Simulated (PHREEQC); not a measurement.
**Reverse-osmosis permeate (model solution)**

A made-up water analysis in mg/L, 25 °C, pH 6.43, pe 11.3: Na 1.57; K 0.00134; Ca 1.96; Mg 0.305; Cl 2.56; S(6) as SO4 1.4; Alkalinity as HCO3 4.96; Sr 0.339; Li 0.00145.

Valence states are taken as typed.

All values are PHREEQC results (ion-association model, wateq4f.dat), not measurements.

No solid was allowed to form.

### Question
Estimate the charge-balance error.

### Answer
charge-balance error 4.3 %.

### Question
In which forms is C present?

### Answer
HCO3- 55 %, CO2 45 % of the C.

Species that the database lacks are ignored.
